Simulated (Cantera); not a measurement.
Input (Python, Cantera) and output of one run.

```python
import numpy as np
import cantera as ct

gas_names = """
    H HNO HNO2 HNO3 HO2 H2 H2O H2O2 N NH NH2 NH3 NH2OH NO NO2 NO3 N2 N2H2 N2H4 N2O O OH O2 O3 Si SiH
    SiH2 SiH3 SiH4 SiN SiO SiO2 Si2 Si2N Si3
""".split()
cond_names = """
    H2O(s) H2O(L) Si(cr) Si(L) SiO2(Lqz) SiO2(hqz) SiO2(L) Si2N2O(s) Si3N4(a)
""".split()


# ... load() reads the species with a 1 bar reference pressure and builds the phases ...
atoms = {
    'Si2H6': {'Si': 2, 'H': 6},
    'H2O': {'H': 2, 'O': 1},
    'N2': {'N': 2},
}
top_T = {'Si2N2O(s)': 2100, 'Si3N4(a)': 2400}  # K; cautious upper limits of use, not melting points


# ... equilibrate(T, P, feed) seeds the gas with the atoms and calls Mixture.equilibrate('TP', solver="vcs", rtol=1e-11, max_steps=5000) ...
results = []
feed = {'Si2H6': 1, 'H2O': 2.6, 'N2': 1.3}  # mol
T = 1475  # K
for P in [5, 26, 140, 710, 3700, 19000, 100000]:
    mix = equilibrate(T, P, feed)
    results.append((T, P, feed, dict(zip(mix.species_names, mix.species_moles))))
    x = sorted(zip(gas.X, gas.species_names), reverse=True)
    print(f"T = {T:g} K  P = {P:g} Pa  gas = {mix.phase_moles(0):.4g} mol")
    print("   x: " + "  ".join(f"{s} {v:.3e}" for v, s in x if v > 0.001))
    print("   condensed (mol): " + ("  ".join(f"{mix.phase(i).name} {mix.phase_moles(i):.4g}"
          for i in range(1, mix.n_phases) if mix.phase_moles(i) > 1e-12) or "none"))
```

It prints:

```
T = 1475 K  P = 5 Pa  gas = 8.307 mol
   x: H2 6.733e-01  SiO 1.686e-01  N2 1.565e-01  H 1.505e-03
   condensed (mol): SiO2(hqz) 0.5995
T = 1475 K  P = 26 Pa  gas = 7.756 mol
   x: H2 7.217e-01  N2 1.500e-01  SiO 1.276e-01
   condensed (mol): SiO2(hqz) 0.7366  Si2N2O(s) 0.1368
T = 1475 K  P = 140 Pa  gas = 6.558 mol
   x: H2 8.538e-01  N2 1.318e-01  SiO 1.412e-02
   condensed (mol): SiO2(hqz) 1.036  Si2N2O(s) 0.4359
T = 1475 K  P = 710 Pa  gas = 6.448 mol
   x: H2 8.684e-01  N2 1.298e-01  SiO 1.629e-03
   condensed (mol): SiO2(hqz) 1.063  Si2N2O(s) 0.4633
T = 1475 K  P = 3700 Pa  gas = 6.435 mol
   x: H2 8.701e-01  N2 1.295e-01
   condensed (mol): SiO2(hqz) 1.066  Si2N2O(s) 0.4665
T = 1475 K  P = 19000 Pa  gas = 6.433 mol
   x: H2 8.703e-01  N2 1.295e-01
   condensed (mol): SiO2(hqz) 1.066  Si2N2O(s) 0.467
T = 1475 K  P = 100000 Pa  gas = 6.433 mol
   x: H2 8.702e-01  N2 1.294e-01
   condensed (mol): SiO2(hqz) 1.065  Si2N2O(s) 0.4674
```

Cantera equilibrium calculation (NASA polynomials, part measured and part estimated; ideal gas, pure solids and liquids). The feed counts by its element totals alone. N2 is the only nitrogen source here; it is nearly inert below about 1500 K, so the nitride shown seldom forms there in practice. Mutual solubility and eutectic melting of coexisting phases are not modelled. The tables hold silica as quartz up to 1696 K and as liquid above; real silica turns to tridymite and cristobalite and melts near 1996 K.
